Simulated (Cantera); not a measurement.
A Cantera script and what it prints.

```python
import numpy as np
import cantera as ct

gas_names = """
    F FO FO2 F2 F2O N NF NF2 NF3 NO NO2 NO3 N2 N2O O O2 O3 Si SiF SiF2 SiF3 SiF4 SiN SiO SiO2 Si2 Si2N
    Si3
""".split()
cond_names = """
    Si(cr) Si(L) SiO2(Lqz) SiO2(hqz) SiO2(L) Si2N2O(s) Si3N4(a)
""".split()


# ... load() reads the species with a 1 bar reference pressure and builds the phases ...
atoms = {
    'SiF4': {'Si': 1, 'F': 4},
    'NO': {'N': 1, 'O': 1},
}
top_T = {'Si2N2O(s)': 2100, 'Si3N4(a)': 2400}  # K; cautious upper limits of use, not melting points


# ... equilibrate(T, P, feed) seeds the gas with the atoms and calls Mixture.equilibrate('TP', solver="vcs", rtol=1e-11, max_steps=5000) ...
results = []
feed = {'SiF4': 1, 'NO': 0.83}  # mol
P = 1000  # Pa
for T in [1125, 1200, 1275, 1350, 1425, 1500, 1575, 1650, 1725, 1800, 1875, 1950, 2025, 2100]:
    mix = equilibrate(T, P, feed)
    results.append((T, P, feed, dict(zip(mix.species_names, mix.species_moles))))

top = {s: max(r[3][s] / sum(r[3][g] for g in gas_names) for r in results) for s in gas_names}
cols = sorted((s for s in top if top[s] > 0.001), key=lambda s: -top[s])[:7]
seen = [c for c in cond_names if any(r[3].get(c, 0) > 1e-12 for r in results)]
print("log10 of partial pressures in bar; condensed amounts in mol")
print(f"{'T/K':>10s}" + "".join(f"{s[:9]:>10s}" for s in cols + seen))
for T, P, feed, n in results:
    ng = sum(n[g] for g in gas_names)
    print(f"{T:10.4g}" + "".join(f"{np.log10(max(n[s] / ng * P / 1e5, 1e-99)):10.3f}" for s in cols)
          + "".join(f"{n.get(c, 0):10.4g}" for c in seen))
```

Output:

```
log10 of partial pressures in bar; condensed amounts in mol
       T/K      SiF4        N2        O2         O        NO         F      SiF3 SiO2(hqz)
      1125    -2.262    -2.644    -2.644    -9.658    -6.228   -10.404   -11.741  1.72e-09
      1200    -2.262    -2.645    -2.645    -8.923    -5.963    -9.648   -10.727 9.399e-09
      1275    -2.262    -2.645    -2.645    -8.274    -5.728    -8.979    -9.834 4.122e-08
      1350    -2.262    -2.645    -2.645    -7.697    -5.520    -8.385    -9.041 1.471e-07
      1425    -2.262    -2.645    -2.645    -7.180    -5.334    -7.852    -8.333 4.307e-07
      1500    -2.262    -2.645    -2.645    -6.715    -5.167    -7.372    -7.696 1.022e-06
      1575    -2.262    -2.645    -2.645    -6.293    -5.015    -6.937    -7.121 1.822e-06
      1650    -2.263    -2.646    -2.646    -5.910    -4.878    -6.542    -6.599 1.601e-06
      1725    -2.263    -2.646    -2.646    -5.559    -4.752    -6.151    -6.153         0
      1800    -2.263    -2.647    -2.647    -5.238    -4.638    -5.766    -5.770         0
      1875    -2.263    -2.648    -2.649    -4.943    -4.533    -5.412    -5.419         0
      1950    -2.264    -2.649    -2.651    -4.671    -4.436    -5.085    -5.096         0
      2025    -2.265    -2.650    -2.654    -4.419    -4.348    -4.780    -4.799         0
      2100    -2.268    -2.652    -2.659    -4.186    -4.267    -4.495    -4.527         0
```

These are equilibrium values from Cantera (NASA tables, ideal gas, pure condensed phases), not measurements of a reactor. The tables' values for SiF3, SiO2 are old estimates; treat these amounts as uncertain.
